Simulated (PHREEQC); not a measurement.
PHREEQC input (ion-association model, phreeqc.dat):

```
SOLUTION 0
  temp 15
  units mmol/kgw
  pH 7 charge
  S(6) 23.7
  Na 36
  Zn 5.7
  Cl 0.01
  O(0) 1 O2(g) -0.68
SOLUTION 1-30
  temp 15
  units mmol/kgw
  pH 7 charge
  Cl 7.61
  Ca 3.8
  S(6) 1.1
  Mg 1.1
  O(0) 1 O2(g) -0.68
END
EXCHANGE 1-30
  X 0.038
  -equilibrate 1
END
SELECTED_OUTPUT 1
  -reset false
  -pH true
  -pe true
  -ionic_strength true
  -water true
  -step true
  -totals Ca Cl Mg Na S Zn S(-2) S(6)
  -molalities MgX2 CaX2 ZnX2 NaX
  -saturation_indices Gypsum Halite Zn(OH)2(e)
PRINT
  -reset false
TRANSPORT
  -cells 30
  -shifts 120
  -lengths 0.0166667
  -time_step 300
  -dispersivities 0.018
  -boundary_conditions flux flux
  -correct_disp true
  -punch_cells 30
  -punch_frequency 4
END
```

Selected output (columns that matter, 11 of 31 rows; pore volumes added in front):

```
pore volumes	pH	mu	Ca	Cl	Mg	Na	S	Zn	m_MgX2	m_CaX2	m_ZnX2	si_Gypsum	si_Halite	si_Zn(OH)2(e)
0	5.0633	0.014778	0.0038	0.00761	0.0011	0	0.0011	0	0.0029146	0.016085	0	-1.3388	-1000	-1000
0.4167	5.0635	0.014805	0.0038065	0.0076064	0.0011019	9.0037e-07	0.0011107	7.2578e-21	0.0029145	0.016085	3.3117e-20	-1.3344	-9.8315	-21.75
0.8167	5.151	0.028104	0.0062733	0.0055841	0.0018236	0.0036288	0.0071243	3.4446e-09	0.0028274	0.015804	8.8892e-09	-0.5147	-6.3969	-10.06
1.2167	5.2696	0.054177	0.0078006	0.001477	0.0021477	0.020228	0.019338	8.6842e-06	0.002435	0.014635	1.5512e-05	-0.1963	-6.2754	-6.6105
1.6167	5.3017	0.063062	0.0062188	0.00020898	0.0015321	0.03072	0.023108	9.6762e-05	0.0020141	0.013593	0.00019659	-0.2569	-6.9558	-5.5498
2.0167	5.3074	0.06461	0.0050599	2.9565e-05	0.0010571	0.034386	0.023642	0.00034186	0.0016002	0.012748	0.00079627	-0.3389	-7.7584	-5.0001
2.4167	5.3075	0.064744	0.0043688	1.1628e-05	0.00072646	0.035546	0.023695	0.00082752	0.0011668	0.011681	0.0020436	-0.4014	-8.1496	-4.6176
2.8167	5.3057	0.064563	0.0037303	1.0123e-05	0.00046899	0.03588	0.0237	0.0015604	0.00076562	0.010136	0.0039176	-0.4704	-8.2056	-4.3449
3.2167	5.3033	0.064288	0.0030241	1.0009e-05	0.0002797	0.035961	0.0237	0.0024157	0.00045853	0.0082509	0.0060943	-0.5625	-8.2094	-4.1584
3.6167	5.3009	0.064008	0.0023157	1.0001e-05	0.00015605	0.035978	0.0237	0.0032394	0.00025664	0.0063373	0.0082037	-0.6795	-8.2093	-4.0343
4.0167	5.2988	0.063768	0.0016886	1e-05	8.2851e-05	0.035982	0.0237	0.0039375	0.00013678	0.0046386	0.010016	-0.8175	-8.209	-3.9524
```
